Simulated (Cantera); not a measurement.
**Thermodynamics of silicon epitaxy and polysilicon growth, feed SiH₄ + HCl + N₂**

Input: 1 mol SiH₄, 2.7 mol HCl, 4.6 mol N₂, held at 10000 Pa.

Method: chemical equilibrium by Gibbs-energy minimisation in Cantera with the NASA 1993 tables (ideal gas, pure condensed phases). Candidate condensed phases: NH₄Cl, Si, Si₃N₄; 28 gas species. N₂ is the only nitrogen source here; it is nearly inert below about 1500 K, so the nitride shown seldom forms there in practice. The tables' values for SiCl₃, SiCl are old estimates; treat these amounts as uncertain. Rates play no part.

```
T (K)   x N₂   x H₂  x HCl  x SiCl₂   x SiCl₄  n Si₃N₄(s)
-----  -----  -----  -----  -------  --------  ----------
1425   0.464  0.251  0.272  0.00320   0.00639       0.298
1450   0.464  0.252  0.270  0.00459   0.00586       0.294
1475   0.465  0.253  0.267  0.00643   0.00529       0.289
1500   0.465  0.255  0.263  0.00881   0.00470       0.282
1525   0.466  0.256  0.257   0.0118   0.00408       0.274
1550   0.467  0.259  0.251   0.0154   0.00347       0.264
1575   0.468  0.261  0.243   0.0196   0.00287       0.253
1600   0.470  0.265  0.234   0.0245   0.00232       0.240
1625   0.471  0.268  0.224   0.0298   0.00183       0.225
1650   0.473  0.272  0.213   0.0355   0.00141       0.209
1675   0.474  0.276  0.202   0.0415   0.00106       0.193
1700   0.476  0.280  0.191   0.0475  0.000786       0.176
1725   0.478  0.284  0.179   0.0536  0.000573       0.159
```
x: gas mole fraction; n: condensed amount in mol.

From 1425 K to 1725 K the condensed part is Si₃N₄(s). The main Si-bearing gas is SiCl₄ at 1425 K and SiCl₂ at 1725 K. The share of Si in condensed phases is highest at 1425 K (89.3 %) and lowest at 1725 K (47.6 %).
